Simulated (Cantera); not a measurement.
A perfectly stirred reactor is fed with CH₄ : N₂ = 1 : 120 (molar parts), at 0.0263 atm; it is held at 1248 K, and followed from long to short residence time.

Detailed kinetics in Cantera: GRI-Mech 3.0 (53 species, 325 reactions). GRI-Mech 3.0 stops at C3 and has no aromatics, soot or wall deposition, so with more carbon than oxygen in the feed, carbon stays in small species such as C2H2 where larger ones or solid carbon would form. Radical loss at walls, strong at low pressure, is not modelled.

Problem. What does this change do: temperature 1248 to 1975 K?

Solution. 
| quantity | before | after |
|---|---|---|
| x(CH₄) at τ = 27.0 s | 0.00824 | 1.73e-5 |
| x(C₂H₆) at τ = 27.0 s | 1.79e-6 | 5.89e-11 |
| x(C₂H₄) at τ = 27.0 s | 6.27e-6 | 5.73e-8 |
| x(C₂H) at τ = 27.0 s | <1e-12 | 1.21e-6 |
| x(H) at τ = 27.0 s | 7.72e-10 | 0.000394 |
| x(CH₄) at τ = 67.0 ms | 0.00826 | 0.00210 |
| x(C₂H₆) at τ = 67.0 ms | 4.44e-12 | 9.41e-8 |
| x(C₂H₄) at τ = 67.0 ms | 1.13e-12 | 7.34e-5 |
| x(C₂H) at τ = 67.0 ms | <1e-12 | 6.05e-7 |
| x(H) at τ = 67.0 ms | 7.46e-11 | 0.000111 |
